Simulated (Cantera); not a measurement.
A perfectly stirred reactor is fed with 0.550 % CH4, 1.28 % O2, 98.2 % N2, at 2.50 bar; it is held at 1373 K, and followed from long to short residence time.

Computed with Cantera and GRI-Mech 3.0 (53 species, 325 reactions).

Question: Predict: x(CH4) at τ = 2.60 s; x(O2) at τ = 2.60 s; x(H2O2) at τ = 2.60 s; x(OH) at τ = 2.60 s; x(CO) at τ = 2.60 s; x(CH4) at τ = 25.0 ms; x(O2) at τ = 25.0 ms; x(H2O2) at τ = 25.0 ms; x(OH) at τ = 25.0 ms; x(CO) at τ = 25.0 ms.

Answer: 
```json
{
  "x(CH4) at τ = 2.60 s": "1.62e-6",
  "x(O2) at τ = 2.60 s": "0.00178",
  "x(H2O2) at τ = 2.60 s": "5.63e-9",
  "x(OH) at τ = 2.60 s": "1.79e-5",
  "x(CO) at τ = 2.60 s": "2.12e-5",
  "x(CH4) at τ = 25.0 ms": "3.76e-5",
  "x(O2) at τ = 25.0 ms": "0.00216",
  "x(H2O2) at τ = 25.0 ms": "4.90e-8",
  "x(OH) at τ = 25.0 ms": "6.14e-5",
  "x(CO) at τ = 25.0 ms": "0.000513"
}
```
